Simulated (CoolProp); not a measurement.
Acetone along the isotherm 276.85 °C: Z from the reference equation and from simpler models built on Tc = 235.0 °C, pc = 4.692 MPa, ω = 0.307; each cubic takes its own stable root.

The numbers come from the reference Helmholtz-energy equation of state, Lemmon 2006 in CoolProp. It is a short technical equation, of lower accuracy than the large ones.

| p (MPa) | phase | reference |
|---|---|---|
| 0.0742 | gas | 0.9953 |
| 0.169 | gas | 0.9892 |
| 0.384 | gas | 0.9753 |
| 0.875 | gas | 0.9432 |
| 1.99 | gas | 0.8672 |
| 4.53 | gas | 0.6717 |
| 10.3 | supercritical | 0.3315 |
| 23.5 | supercritical | 0.5719 |

Q: How far does each simpler model (van der Waals, Redlich-Kwong, Soave-Redlich-Kwong) lie from the reference over these 8 states: mean and median of the absolute difference, and the worst?

A: 
- van der Waals: mean 13.0 %, median 1.6 %, worst +53.5 % at 276.85 °C and 23.5 MPa
- Redlich-Kwong: mean 7.0 %, median 0.8 %, worst +27.9 % at 276.85 °C and 10.3 MPa
- Soave-Redlich-Kwong: mean 9.1 %, median 1.4 %, worst +37.2 % at 276.85 °C and 10.3 MPa
